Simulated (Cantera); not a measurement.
Feed: 1 mol TiCl4, 1.1 mol H2O, 120 mol N2, 0.54 mol NH3, held at 1875 K and 0.000100 bar.

These are equilibrium values from Cantera (NASA tables, ideal gas, pure condensed phases), not measurements of a reactor. Candidate condensed phases: H2O, NH4Cl, Ti, TiCl2, TiCl3, TiCl4, TiN, TiO, TiO2, Ti2O3, Ti3O5, Ti4O7; 38 gas species. The tables' values for TiCl2, TiOCl are old estimates; treat these amounts as uncertain. Kinetics and transport are ignored.

Q: What is the equilibrium state?

A: 
- x(N2) = 0.960
- x(HCl) = 0.0162
- x(Cl) = 0.0116
- x(H2) = 0.00485
- x(H) = 0.00456
- x(TiCl2) = 0.00160
- x(TiO) = 0.000430
- x(TiCl3) = 0.000235
- x(TiCl) = 0.000135
- n(Ti2O3(s)) = 0.345 mol
- gas amount = 125.2 mol
- log10 activity of Ti3O5(s) (absent) = -0.34
- log10 activity of Ti4O7(s) (absent) = -1.17
- log10 activity of Ti(β) (absent) = -3.23
